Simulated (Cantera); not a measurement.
Input: 1 mol Fe(CO)5, 0.064 mol CO, 62 mol N2, 2.4 mol O2, at 775 °C and 0.100 bar.

Equilibrium computed with Cantera from the NASA thermochemical tables; the gas is ideal and each condensed phase is pure. Candidate condensed phases: C, Fe, Fe(CO)5, FeO, Fe2O3, Fe3O4; 27 gas species. The tables' stoichiometric FeO is somewhat more stable than real wüstite, so its field is too wide. FeO: taken at fixed stoichiometry. Equilibrium is a limit: real reactors are often held back by kinetics, nucleation or transport.

Base state: N2 0.924, CO2 0.0567, CO 0.0188 (mole fractions); condensed: FeO(s).

Question: What changes in the equilibrium state with this change: 0.21 mol NH3 added?

Answer: 
```csv
species,before,after
N2,0.924,0.920
CO2,0.0567,0.0532
CO,0.0188,0.0219
H2O,0,0.00314
H2,0,0.00153
"FeO(s), mol",1.00,1.00
```
Further candidate phases: C6H6, C7H8, C8H18, Fe(OH)2, Fe(OH)3, H2O.
